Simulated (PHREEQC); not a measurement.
# Leach liquor (model solution)

Make-up at 25 °C: 130 mmol/kgw HCl and 13 mmol/kgw MnSO4. It is in equilibrium with CO2 at log p = 0 (atm). Otherwise closed; pH follows from the charge balance.

Model: ion-association model, phreeqc.dat, run in PHREEQC.

Each row changes one thing in this solution. Precipitation was switched off in this run.

```
case                                  pH  ionic strength (mol/kgw)  HCO3- (mol/kgw)
----------------------------------  ----  ------------------------  ---------------
as made                             1.01                     0.156          2.03e-7
diluted 5-fold with water           1.67                       ___              ___
MnSO4 from 0.013 to 0.026 mol/kgw   1.05                       ___          2.23e-7
MnSO4 left out                      0.97                       ___          1.83e-7
MnSO4 from 0.013 to 0.0195 mol/kgw  1.03                       ___          2.13e-7
```

### Question
Complete the blanks.

### Answer

- diluted 5-fold with water, ionic strength (mol/kgw): 0.0329
- diluted 5-fold with water, HCO3- (mol/kgw): 8.24e-7
- MnSO4 from 0.013 to 0.026 mol/kgw, ionic strength (mol/kgw): 0.182
- MnSO4 left out, ionic strength (mol/kgw): 0.130
- MnSO4 from 0.013 to 0.0195 mol/kgw, ionic strength (mol/kgw): 0.169
